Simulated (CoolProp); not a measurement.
Saturated liquid density (kg/m³) of chlorine: the reference equation beside estimates from Tc = 416.9 K, pc = 7.642 MPa, ω = 0.070. Rackett uses Z = 0.29056 − 0.08775 ω.

Values from CoolProp's reference Helmholtz-energy equation of state, Thol 2021.

```tsv
T (K)	reference	Rackett	van der Waals	Redlich-Kwong	Soave-Redlich-Kwong	Peng-Robinson
216.2	1626	1525	1014	1504	1496	1685
222.8	1608	1510	1005	1488	1482	1670
229.3	1591	1495	995.4	1473	1467	1654
235.8	1573	1480	985.7	1456	1451	1637
242.3	1555	1465	975.9	1439	1436	1620
248.8	1537	1450	965.8	1422	1419	1603
255.3	1519	1434	955.5	1404	1403	1584
261.9	1500	1418	944.7	1386	1385	1565
```

Absolute difference from the reference over all 8 rows, mean and median: Rackett 5.8 and 5.9 %, van der Waals 37.3 and 37.3 %, Redlich-Kwong 7.5 and 7.5 %, Soave-Redlich-Kwong 7.8 and 7.7 %, Peng-Robinson 4.1 and 4.1 %.
